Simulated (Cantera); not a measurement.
An isothermal, constant-pressure homogeneous reactor starts with CH4 : CO2 : H2 = 1 : 0.45 : 0.42 (molar parts), at 2125 K and 750 Torr.

Cantera simulation using GRI-Mech 3.0 (53 species, 325 reactions); the numbers are that mechanism's predictions, not measurements. GRI-Mech 3.0 stops at C3 and has no aromatics, soot or wall deposition, so with more carbon than oxygen in the feed, carbon stays in small species such as C2H2 where larger ones or solid carbon would form.

One state of this run: x CH4 = 0.233; x CO2 = 0.175; x H2 = 0.437; x HCO = 3.57e-6; x CH2O = 9.20e-5; x OH = 2.27e-5; x HO2 = 2.23e-11. x: mole fraction; the columns are a selection and need not sum to one.

Which value of t (s) does it belong to?
A) 1.00e-6
B) 4.16e-5
C) 6.45e-6
D) 3.00

B, 4.16e-5
